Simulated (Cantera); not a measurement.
A Cantera script and what it prints.

```python
import numpy as np
import cantera as ct

gas_names = """
    C CN CO CO2 C2 CCN CNC C2N2 C2O C3 C3O2 C4 C4N2 C5 N NCO NO NO2 NO3 N2 N2O O O2 O3 Si SiC SiC2 SiN
    SiO SiO2 Si2 Si2C Si2N Si3
""".split()
cond_names = """
    C(gr) Si(cr) Si(L) SiC(b) SiO2(Lqz) SiO2(hqz) SiO2(L) Si2N2O(s) Si3N4(a)
""".split()


# ... load() reads the species with a 1 bar reference pressure and builds the phases ...
atoms = {
    'Si3N4': {'Si': 3, 'N': 4},
    'CO2': {'C': 1, 'O': 2},
    'N2': {'N': 2},
}
top_T = {'C(gr)': 4500, 'SiC(b)': 3050, 'Si2N2O(s)': 2100, 'Si3N4(a)': 2400}  # K; cautious upper limits of use, not melting points


# ... equilibrate(T, P, feed) seeds the gas with the atoms and calls Mixture.equilibrate('TP', solver="vcs", rtol=1e-11, max_steps=5000) ...
results = []
feed = {'Si3N4': 1, 'CO2': 0.49, 'N2': 3.2}  # mol
P = 20000  # Pa
for T in [1600, 1650, 1700, 1750, 1800, 1850, 1900, 1950, 2000, 2050, 2100, 2150, 2200]:
    mix = equilibrate(T, P, feed)
    results.append((T, P, feed, dict(zip(mix.species_names, mix.species_moles))))

top = {s: max(r[3][s] / sum(r[3][g] for g in gas_names) for r in results) for s in gas_names}
cols = sorted((s for s in top if top[s] > 1e-05), key=lambda s: -top[s])[:7]
seen = [c for c in cond_names if any(r[3].get(c, 0) > 1e-12 for r in results)]
print("log10 of partial pressures in bar; condensed amounts in mol")
print(f"{'T/K':>10s}" + "".join(f"{s[:9]:>10s}" for s in cols + seen))
for T, P, feed, n in results:
    ng = sum(n[g] for g in gas_names)
    print(f"{T:10.4g}" + "".join(f"{np.log10(max(n[s] / ng * P / 1e5, 1e-99)):10.3f}" for s in cols)
          + "".join(f"{n.get(c, 0):10.4g}" for c in seen))
```

Output:

```
log10 of partial pressures in bar; condensed amounts in mol
       T/K        N2       SiO        CO        Si      Si2N       SiN      Si2C     Si(L)    SiC(b) Si2N2O(s)  Si3N4(a)
      1600    -0.699    -6.016    -3.669    -8.894   -10.967    -9.309   -11.392         0    0.4859    0.9759    0.1875
      1650    -0.700    -5.447    -3.517    -8.213   -10.102    -8.707   -10.568         0    0.4841    0.9741    0.1892
      1700    -0.700    -4.913    -3.373    -7.573    -9.289    -8.141    -9.792         0    0.4818    0.9716    0.1916
      1750    -0.700    -4.410    -3.238    -6.970    -8.524    -7.608    -9.063         0    0.4789    0.9681    0.1947
      1800    -0.701    -3.936    -3.111    -6.401    -7.802    -7.105    -8.375         0    0.4751    0.9628     0.199
      1850    -0.702    -3.488    -2.991    -5.863    -7.120    -6.630    -7.725         0    0.4703     0.954    0.2051
      1900    -0.704    -3.064    -2.878    -5.354    -6.474    -6.181    -7.110         0    0.4644    0.9376    0.2145
      1950    -0.707    -2.662    -2.774    -4.869    -5.861    -5.754    -6.526         0    0.4571    0.9044    0.2304
      2000    -0.715    -2.279    -2.678    -4.407    -5.277    -5.349    -5.969         0    0.4481     0.833    0.2599
      2050    -0.760    -1.734    -2.118    -4.112    -5.028    -5.127    -5.585     1.726    0.2723    0.2361         0
      2100    -0.774    -1.682    -1.963    -3.875    -4.866    -4.945    -5.263     2.198     0.153         0         0
      2150    -0.775    -1.718    -1.902    -3.649    -4.704    -4.765    -4.957     2.297    0.1016         0         0
      2200    -0.775    -1.758    -1.848    -3.433    -4.550    -4.593    -4.665     2.394   0.04998         0         0
```

Method: chemical equilibrium by Gibbs-energy minimisation in Cantera with the NASA 1993 tables (ideal gas, pure condensed phases). Mutual solubility and eutectic melting of coexisting phases are not modelled. The tables' values for SiN are old estimates; treat these amounts as uncertain.
